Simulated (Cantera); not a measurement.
**Equilibrium for silicon carbide growth: CH3SiCl3 + H2**

Input: 1 mol CH3SiCl3, 750 mol H2, held at 13300 Pa.

Method: chemical equilibrium by Gibbs-energy minimisation in Cantera with the NASA 1993 tables (ideal gas, pure condensed phases). Candidate condensed phases: C, C6H6, C7H8, C8H18, Si, SiC; 109 gas species. The feed counts by its element totals alone. The tables' values for SiCl are old estimates; treat these amounts as uncertain. Gases not in the tables: Si2H6 and higher silanes. The numbers say what is thermodynamically allowed, not how fast it happens.

| T (°C) | x H2 | x H | x HCl | x Si | n SiC(s) |
|---|---|---|---|---|---|
| 1727 | 0.991 | 0.00443 | 0.00394 | 6.84e-5 | 0.908 |
| 1802 | 0.988 | 0.00725 | 0.00393 | 0.000173 | 0.794 |
| 1877 | 0.984 | 0.0115 | 0.00390 | 0.000407 | 0.546 |
| 1952 | 0.977 | 0.0175 | 0.00387 | 0.000901 | 0.0219 |
| 2027 | 0.968 | 0.0261 | 0.00383 | 0.00101 | 0 |
| 2102 | 0.956 | 0.0378 | 0.00378 | 0.00106 | 0 |
| 2177 | 0.941 | 0.0534 | 0.00371 | 0.00110 | 0 |
| 2252 | 0.921 | 0.0737 | 0.00362 | 0.00112 | 0 |
| 2327 | 0.895 | 0.0994 | 0.00350 | 0.00113 | 0 |
x: gas mole fraction; n: condensed amount in mol.

From 1727 °C to 1952 °C the condensed part is SiC(s). From 2027 °C to 2327 °C nothing is condensed. The main Si-bearing gas is Si throughout.
